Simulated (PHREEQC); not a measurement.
0.5 g of hydrous ferric oxide (600 m²/g; 0.2 weak and 0.005 strong sites per Fe, Dzombak-Morel constants, diffuse double layer) in 1 kg of water with 0.001 mol/kgw of an inert sodium salt and 0.00016 mol NaF and 6.2e-05 mol Ag2SO4, at 25 °C; the pH is set by adding NaOH or the inert anion's acid. O2 is buffered at 0.21 atm. No CO2 enters from the air. Nothing may precipitate in this run.

Base run: PHREEQC, ion-association model, wateq4f.dat. Each further column changes one thing. The table gives Ag sorbed (%).

```json
[
 {"pH": "4", "base": "0.2", "no electrostatic term (-no_edl)": "0.0", "background salt from 0.001 to 0.0001 mol/kgw": "0.3", "oxide from 0.5 to 2.5 g/kgw": "1.3", "0.0007 mol/kgw CaCl2 added": "0.1"},
 {"pH": "5", "base": "2.7", "no electrostatic term (-no_edl)": "0.0", "background salt from 0.001 to 0.0001 mol/kgw": "2.8", "oxide from 0.5 to 2.5 g/kgw": "13.8", "0.0007 mol/kgw CaCl2 added": "0.8"},
 {"pH": "6", "base": "13.3", "no electrostatic term (-no_edl)": "2.2", "background salt from 0.001 to 0.0001 mol/kgw": "13.5", "oxide from 0.5 to 2.5 g/kgw": "51.9", "0.0007 mol/kgw CaCl2 added": "6.6"},
 {"pH": "6.5", "base": "19.2", "no electrostatic term (-no_edl)": "10.8", "background salt from 0.001 to 0.0001 mol/kgw": "19.3", "oxide from 0.5 to 2.5 g/kgw": "71.1", "0.0007 mol/kgw CaCl2 added": "12.6"},
 {"pH": "7.5", "base": "30.9", "no electrostatic term (-no_edl)": "29.1", "background salt from 0.001 to 0.0001 mol/kgw": "31.0", "oxide from 0.5 to 2.5 g/kgw": "93.3", "0.0007 mol/kgw CaCl2 added": "20.3"},
 {"pH": "8.5", "base": "65.5", "no electrostatic term (-no_edl)": "63.6", "background salt from 0.001 to 0.0001 mol/kgw": "65.8", "oxide from 0.5 to 2.5 g/kgw": "99.1", "0.0007 mol/kgw CaCl2 added": "34.8"},
 {"pH": "9.5", "base": "94.0", "no electrostatic term (-no_edl)": "82.2", "background salt from 0.001 to 0.0001 mol/kgw": "94.1", "oxide from 0.5 to 2.5 g/kgw": "99.9", "0.0007 mol/kgw CaCl2 added": "59.0"},
 {"pH": "10", "base": "98.0", "no electrostatic term (-no_edl)": "84.1", "background salt from 0.001 to 0.0001 mol/kgw": "98.0", "oxide from 0.5 to 2.5 g/kgw": "100.0", "0.0007 mol/kgw CaCl2 added": "64.8"},
 {"pH": "11", "base": "99.8", "no electrostatic term (-no_edl)": "83.8", "background salt from 0.001 to 0.0001 mol/kgw": "99.8", "oxide from 0.5 to 2.5 g/kgw": "100.0", "0.0007 mol/kgw CaCl2 added": "68.3"},
 {"pH": "12", "base": "99.9", "no electrostatic term (-no_edl)": "67.8", "background salt from 0.001 to 0.0001 mol/kgw": "99.9", "oxide from 0.5 to 2.5 g/kgw": "100.0", "0.0007 mol/kgw CaCl2 added": "63.8"}
]
```

 In at least one series the solution becomes supersaturated in solids that the run did not let form, among them Ag2O.
